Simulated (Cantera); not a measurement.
Charge: 1 mol Si(CH3)4, 1.5 mol C2H4, 420 mol H2, 0.013 mol H2O, at 190 Pa.

Equilibrium computed with Cantera from the NASA thermochemical tables; the gas is ideal and each condensed phase is pure. Candidate condensed phases: C, C6H6, C7H8, C8H18, H2O, Si, SiC, SiO2; 123 gas species. Rates play no part.

Question: At 1875 K, list the 5 most abundant gas species with their mole fractions, and the condensed phases.

Answer: H2 0.985, H 0.0149, C2H2 (acetylene) 0.000312, Si 0.000160, CO 2.99e-5. Condensed: C(graphite) + SiC(s).
